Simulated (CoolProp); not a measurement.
Hydrogen sulfide along the isotherm 338.8 K: density (kg/m³) from the reference equation and from simpler models built on Tc = 373.1 K, pc = 8.999 MPa, ω = 0.101; each cubic takes its own stable root.

Computed with CoolProp (reference Helmholtz-energy equation of state, Lemmon 2006). It is a short technical equation, of lower accuracy than the large ones.

```json
[
 {"p (MPa)": "0.281", "phase": "gas", "reference": "3.449", "ideal gas": "3.400", "van der Waals": "3.440", "Redlich-Kwong": "3.448", "Soave-Redlich-Kwong": "3.449", "Peng-Robinson": "3.454"},
 {"p (MPa)": "0.562", "phase": "gas", "reference": "7.001", "ideal gas": "6.799", "van der Waals": "6.965", "Redlich-Kwong": "7.000", "Soave-Redlich-Kwong": "7.002", "Peng-Robinson": "7.021"},
 {"p (MPa)": "0.844", "phase": "gas", "reference": "10.68", "ideal gas": "10.21", "van der Waals": "10.59", "Redlich-Kwong": "10.67", "Soave-Redlich-Kwong": "10.68", "Peng-Robinson": "10.72"},
 {"p (MPa)": "1.12", "phase": "gas", "reference": "14.40", "ideal gas": "13.55", "van der Waals": "14.24", "Redlich-Kwong": "14.39", "Soave-Redlich-Kwong": "14.40", "Peng-Robinson": "14.48"},
 {"p (MPa)": "1.41", "phase": "gas", "reference": "18.45", "ideal gas": "17.06", "van der Waals": "18.19", "Redlich-Kwong": "18.43", "Soave-Redlich-Kwong": "18.45", "Peng-Robinson": "18.58"},
 {"p (MPa)": "1.69", "phase": "gas", "reference": "22.51", "ideal gas": "20.45", "van der Waals": "22.11", "Redlich-Kwong": "22.47", "Soave-Redlich-Kwong": "22.50", "Peng-Robinson": "22.69"},
 {"p (MPa)": "1.97", "phase": "gas", "reference": "26.74", "ideal gas": "23.83", "van der Waals": "26.15", "Redlich-Kwong": "26.67", "Soave-Redlich-Kwong": "26.72", "Peng-Robinson": "26.99"},
 {"p (MPa)": "2.25", "phase": "gas", "reference": "31.15", "ideal gas": "27.22", "van der Waals": "30.34", "Redlich-Kwong": "31.04", "Soave-Redlich-Kwong": "31.11", "Peng-Robinson": "31.47"},
 {"p (MPa)": "2.53", "phase": "gas", "reference": "35.77", "ideal gas": "30.61", "van der Waals": "34.67", "Redlich-Kwong": "35.61", "Soave-Redlich-Kwong": "35.70", "Peng-Robinson": "36.18"},
 {"p (MPa)": "2.81", "phase": "gas", "reference": "40.63", "ideal gas": "34.00", "van der Waals": "39.16", "Redlich-Kwong": "40.39", "Soave-Redlich-Kwong": "40.51", "Peng-Robinson": "41.13"},
 {"p (MPa)": "3.09", "phase": "gas", "reference": "45.77", "ideal gas": "37.38", "van der Waals": "43.85", "Redlich-Kwong": "45.41", "Soave-Redlich-Kwong": "45.58", "Peng-Robinson": "46.36"},
 {"p (MPa)": "3.37", "phase": "gas", "reference": "51.22", "ideal gas": "40.77", "van der Waals": "48.73", "Redlich-Kwong": "50.72", "Soave-Redlich-Kwong": "50.94", "Peng-Robinson": "51.90"},
 {"p (MPa)": "3.66", "phase": "gas", "reference": "57.28", "ideal gas": "44.28", "van der Waals": "54.04", "Redlich-Kwong": "56.56", "Soave-Redlich-Kwong": "56.85", "Peng-Robinson": "58.05"},
 {"p (MPa)": "3.94", "phase": "gas", "reference": "63.60", "ideal gas": "47.67", "van der Waals": "59.44", "Redlich-Kwong": "62.60", "Soave-Redlich-Kwong": "62.97", "Peng-Robinson": "64.44"},
 {"p (MPa)": "4.22", "phase": "gas", "reference": "70.51", "ideal gas": "51.06", "van der Waals": "65.16", "Redlich-Kwong": "69.10", "Soave-Redlich-Kwong": "69.59", "Peng-Robinson": "71.38"},
 {"p (MPa)": "4.5", "phase": "gas", "reference": "78.17", "ideal gas": "54.44", "van der Waals": "71.24", "Redlich-Kwong": "76.18", "Soave-Redlich-Kwong": "76.84", "Peng-Robinson": "79.00"}
]
```
